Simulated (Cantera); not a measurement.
A closed system holds: 1 mol Si, 2.2 mol HBr, 0.88 mol H₂, equilibrated at 475 °C and 7.50 Torr.

Cantera equilibrium calculation (NASA polynomials, part measured and part estimated; ideal gas, pure solids and liquids). Candidate condensed phases: Br₂, Si; 19 gas species. The tables' values for SiBr₃ are old estimates; treat these amounts as uncertain. Equilibrium is a limit: real reactors are often held back by kinetics, nucleation or transport.

Base state: H₂ 0.777, SiBr₄ 0.211, SiHBr₃ 0.00704, HBr 0.00553, SiH₂Br₂ 0.000109, SiBr₃ 3.37e-5, SiBr₂ 1.77e-5 (mole fractions); condensed: Si(s).

Question: What changes in the equilibrium state with this change: HBr from 2.2 to 4.8 mol?

Answer: 
```tsv
species	before	after
H₂	0.777	0.615
SiBr₄	0.211	0.213
HBr	0.00553	0.171
SiHBr₃	0.00704	0.000183
SiH₂Br₂	0.000109	7.27e-8
SiBr₂	1.77e-5	1.48e-8
SiBr₃	3.37e-5	9.81e-7
Si(s), mol	0.449	0
```
